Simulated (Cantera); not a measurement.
Charge: 1 mol TiO2, 360 mol H2, 5.2 mol N2, 0.09 mol Cl2, held at 13.3 mbar.

Equilibrium computed with Cantera from the NASA thermochemical tables; the gas is ideal and each condensed phase is pure. Candidate condensed phases: H2O, NH4Cl, Ti, TiCl2, TiCl3, TiCl4, TiN, TiO, TiO2, Ti2O3, Ti3O5, Ti4O7; 38 gas species. Condensed phases not in the tables: Magnéli phases beyond Ti4O7. Rates play no part.

Problem. At 1298 K, list the 4 most abundant gas species with their mole fractions, and the condensed phases.

Solution. H2 0.985, N2 0.0142, H2O 0.000684, HCl 0.000493. Condensed: Ti4O7(s).
